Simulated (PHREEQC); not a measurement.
Consider water at 25 °C and 300 atm with 3.5 mmol/kgw H2SO4, 0.039 mmol/kgw CuSO4 and 2.4 mmol/kgw MgCl2. Closed to the air; pH follows from the charge balance.

Equilibrium calculation in PHREEQC: ion-association model, phreeqc.dat.

```
quantity                    before     after
------------------------  --------  --------
pH                            2.25      2.52
ionic strength (mol/kgw)    0.0149   0.00789
SO4-2 (mol/kgw)            0.00245   0.00139
HSO4- (mol/kgw)           0.000692  0.000227
Cu+2 (mol/kgw)             3.37e-5   1.76e-5
CuSO4 (mol/kgw)            5.01e-6   1.85e-6
```

Name the change that produced these shifts.
A. MgCl2 left out
B. diluted 10-fold with water
C. diluted 2-fold with water
D. 0.00098 mol/kgw CO2 added
E. MgCl2 from 0.0024 to 0.0048 mol/kgw

C, diluted 2-fold with water

No solid was allowed to form. Under pressure, the constants of complexes without a molar volume in the database are unreliable.
